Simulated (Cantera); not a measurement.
What does this Cantera script print?

```python
import numpy as np
import cantera as ct

gas_names = [...]  # 91 gases of nasa_gas.yaml made of C, Cl, H
cond_names = """
    C(gr) C6H6(L) C7H8(L) C8H18(L),n-octa
""".split()


# ... load() reads the species with a 1 bar reference pressure and builds the phases ...
atoms = {
    'CH3Cl': {'C': 1, 'H': 3, 'CL': 1},
    'CH4': {'C': 1, 'H': 4},
    'H2': {'H': 2},
}
top_T = {'C(gr)': 4500}  # K; cautious upper limits of use, not melting points


# ... equilibrate(T, P, feed) seeds the gas with the atoms and calls Mixture.equilibrate('TP', solver="vcs", rtol=1e-11, max_steps=5000) ...
results = []
feed = {'CH3Cl': 1, 'CH4': 0.018, 'H2': 0.1}  # mol
T = 1698.15  # K
P = 36000  # Pa
mix = equilibrate(T, P, feed)
results.append((T, P, feed, dict(zip(mix.species_names, mix.species_moles))))
x = sorted(zip(gas.X, gas.species_names), reverse=True)
print(f"T = {T:g} K  P = {P:g} Pa  gas = {mix.phase_moles(0):.4g} mol")
print("   x: " + "  ".join(f"{s} {v:.3e}" for v, s in x if v > 0.001))
print("   condensed (mol): " + ("  ".join(f"{mix.phase(i).name} {mix.phase_moles(i):.4g}"
      for i in range(1, mix.n_phases) if mix.phase_moles(i) > 1e-12) or "none"))
```

Result:

```
T = 1698.15 K  P = 36000 Pa  gas = 2.136 mol
   x: H2 5.315e-01  HCL 4.680e-01
   condensed (mol): C(gr) 1.018
```

Equilibrium computed with Cantera from the NASA thermochemical tables; the gas is ideal and each condensed phase is pure.
